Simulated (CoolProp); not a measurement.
Properties of C2F6 (R116) along the isobar 2.79 MPa (Tc = 293.0 K, pc = 3.048 MPa, ω = 0.257).

Computed with CoolProp (reference Helmholtz-energy equation of state, Lemmon 2006). It is a short technical equation, of lower accuracy than the large ones.

```csv
T (K),phase,density (kg/m³),speed of sound (m/s),viscosity (µPa s),conductivity (mW/(m K)),fugacity coefficient
192.8,liquid,1627,585.9,465,78.4,(withheld)
213.9,liquid,1534,500.0,(withheld),70.3,0.09472
235,liquid,1429,413.4,229,62.2,0.2006
256.2,liquid,1303,321.5,161,53.9,(withheld)
277.3,liquid,1126,213.2,104,44.4,0.5585
298.4,gas,261.0,93.20,17.9,20.6,0.7181
319.5,gas,199.0,112.8,17.8,19.3,0.7816
340.6,gas,169.8,125.4,18.5,20.0,0.8273
361.7,gas,150.9,135.2,19.4,21.3,0.8622
382.8,gas,137.0,143.5,20.3,22.7,0.8895
403.9,gas,126.2,150.7,21.2,24.2,0.9113
425,gas,117.3,157.2,22.1,(withheld),0.9289
```

**Question.** Fill in the missing entries.

**Answer.** 
- 192.8, fugacity coefficient: 0.03560
- 213.9, viscosity (µPa s): 322
- 256.2, fugacity coefficient: 0.3588
- 425, conductivity (mW/(m K)): 25.7

Viscosity comes from a separate model (Huber 2003), an estimate that may be off by 10 % or more. Thermal conductivity comes from a separate model (Huber 2003), an estimate that may be off by 10 % or more.
